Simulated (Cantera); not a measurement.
A perfectly stirred reactor is fed with CO : H2 : O2 : N2 : CO2 = 1 : 0.041 : 0.62 : 2.33 : 0.28 (molar parts), at 1200 Torr; it is adiabatic with a 550 K inlet, and is followed from long to short residence time, starting on the burning branch (τ in s: 0.2, 0.08, 0.032, 0.013, 0.0053, 0.0022, 0.00088, 0.00036, 0.00014, 5.9e-05).

Computed with Cantera and GRI-Mech 3.0 (53 species, 325 reactions).

**Question.** What does this change do: inlet temperature 550 to 673 K?

**Answer.** 
```
quantity                                                                        before                                after
------------------------------------------------  ------------------------------------  -----------------------------------
blow-out, bracketed by the residence times tried  burning at 0.360 ms, out at 0.140 ms  burning at 0.140 ms, out at 59.0 µs
x(CO) at τ = 0.200 s                                                            0.0188                               0.0236
x(H2) at τ = 0.200 s                                                          0.000106                             0.000129
x(O2) at τ = 0.200 s                                                            0.0331                               0.0346
x(O) at τ = 0.200 s                                                           0.000831                              0.00109
x(H2O2) at τ = 0.200 s                                                         1.09e-8                              1.19e-8
x(CO) at τ = 2.20 ms                                                            0.0640                               0.0675
x(H2) at τ = 2.20 ms                                                          0.000418                             0.000421
x(O2) at τ = 2.20 ms                                                            0.0544                               0.0558
x(O) at τ = 2.20 ms                                                            0.00611                              0.00655
x(H2O2) at τ = 2.20 ms                                                         7.52e-8                              6.02e-8
```
